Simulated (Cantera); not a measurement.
**Adiabatic ignition**

An adiabatic, constant-pressure homogeneous reactor starts with 13.4 % CH4, 0.926 % H2, 21.5 % O2, 64.2 % N2, equivalence ratio 1.3, at 975 K and 6.70 bar.

Model: GRI-Mech 3.0 (53 species, 325 reactions), integrated in Cantera. Below about 1000 K GRI-Mech 3.0 lacks low-temperature oxidation paths.

```tsv
t (s)	T (K)	x CH4	x H2	x O2	x N2O	x NO	x HO2	x CH2O
1.00e-6	975	0.134	0.00926	0.215	<1e-12	<1e-12	5.40e-11	<1e-12
3.59e-6	975	0.134	0.00926	0.215	<1e-12	<1e-12	1.96e-10	<1e-12
1.29e-5	975	0.134	0.00926	0.215	<1e-12	<1e-12	7.22e-10	4.83e-12
4.64e-5	975	0.134	0.00926	0.215	<1e-12	<1e-12	2.78e-9	5.97e-11
0.000167	975	0.134	0.00926	0.215	<1e-12	<1e-12	1.18e-8	6.76e-10
0.000599	975	0.134	0.00926	0.215	<1e-12	<1e-12	5.46e-8	6.47e-9
0.00215	975	0.134	0.00926	0.215	<1e-12	<1e-12	2.72e-7	8.01e-8
0.00774	975	0.134	0.00925	0.215	5.09e-12	<1e-12	2.71e-6	9.22e-6
0.0278	986	0.133	0.00898	0.213	1.39e-10	<1e-12	1.18e-5	0.000859
0.100	2724	1.57e-12	0.0425	0.000986	2.51e-7	0.00198	1.03e-6	8.29e-9
```
x: mole fraction; the columns are a selection and need not sum to one.

```json
{
  "time_of_steepest_temperature_rise": "39.4 ms",
  "temperature at 0.100 s": "2724 K",
  "equilibrium_temperature": "2724 K",
  "x(CH4) at 0.100 s": "1.57e-12 (gas-phase equilibrium 1.83e-12)",
  "x(H2) at 0.100 s": "0.0425 (gas-phase equilibrium 0.0425)",
  "x(O2) at 0.100 s": "0.000986 (gas-phase equilibrium 0.000986)"
}
```
